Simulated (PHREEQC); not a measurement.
Solution (42 °C): 0.022 mol/kgw H2SO4, 0.0081 mol/kgw Al(NO3)3 and 0.00024 mol/kgw CO2. Closed to the air; pH follows from the charge balance.

The numbers come from PHREEQC with the ion-association model, phreeqc.dat.

No solid was allowed to form.

Problem. Order these Al species by the share of Al that they hold, largest first: AlHSO4+2, Al(SO4)2-, Al+3, AlSO4+.

Solution. AlSO4+ (66 %), Al+3 (29 %), Al(SO4)2- (4.9 %), AlHSO4+2 (0.37 %)

The pH is 1.55 and the ionic strength 0.0576 mol/kgw. At this temperature some constants are extrapolated from 25 °C, and those without enthalpy data are left unchanged.
